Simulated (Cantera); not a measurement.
A perfectly stirred reactor is fed with 8.33 % NH3, 91.7 % N2, at 0.990 bar; it is held at 2323 K, and followed from long to short residence time.

Detailed kinetics in Cantera: the gas-phase N/H chemistry of the illustrative SiF4/NH3 mechanism in the Surface Chemkin manual (1991). Walls and surfaces, which speed up NH3 decomposition in real reactors, are not modelled.

Predict: x(NH3) at τ = 0.510 s; x(NH2) at τ = 0.510 s; x(H) at τ = 0.510 s; x(N2) at τ = 0.510 s; x(H2) at τ = 0.510 s; x(NH3) at τ = 12.0 ms; x(NH2) at τ = 12.0 ms; x(H) at τ = 12.0 ms; x(N2) at τ = 12.0 ms; x(H2) at τ = 12.0 ms.


- x(NH3) at τ = 0.510 s: 0.000167
- x(NH2) at τ = 0.510 s: 1.32e-5
- x(H) at τ = 0.510 s: 0.00284
- x(N2) at τ = 0.510 s: 0.883
- x(H2) at τ = 0.510 s: 0.114
- x(NH3) at τ = 12.0 ms: 0.0125
- x(NH2) at τ = 12.0 ms: 0.000243
- x(H) at τ = 12.0 ms: 0.000605
- x(N2) at τ = 12.0 ms: 0.889
- x(H2) at τ = 12.0 ms: 0.0975
